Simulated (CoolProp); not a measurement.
Vapour-liquid equilibrium of toluene (1) + p-xylene (2) at 446.3 K; x and y are mole fractions of (1).

The numbers come from the multi-fluid Helmholtz-energy mixture model, Lemmon 2006 and Zhou 2012; pair parameters Bell 2016 in CoolProp.

```tsv
x	bubble pressure (MPa)	y at the bubble point	dew pressure at overall composition x (MPa)	liquid density (mol/L)
0.05	0.2470	0.087	…	6.797
0.2	0.2790	0.311	…	6.928
0.35	0.3113	0.492	0.2854	7.063
0.5	0.3438	0.641	0.3129	…
0.65	0.3762	0.767	0.3459	7.347
0.8	0.4085	0.875	0.3857	…
0.95	0.4408	0.970	0.4336	7.654
```

Problem. Some entries are withheld; supply them.

Solution. 
- 0.05, dew pressure at overall composition x (MPa): 0.2425
- 0.2, dew pressure at overall composition x (MPa): 0.2622
- 0.5, liquid density (mol/L): 7.203
- 0.8, liquid density (mol/L): 7.497

No azeotrope shows between x = 0.05 and 0.95.

Pair parameters are fitted to limited data, so mixtures are less certain than the pure fluids.
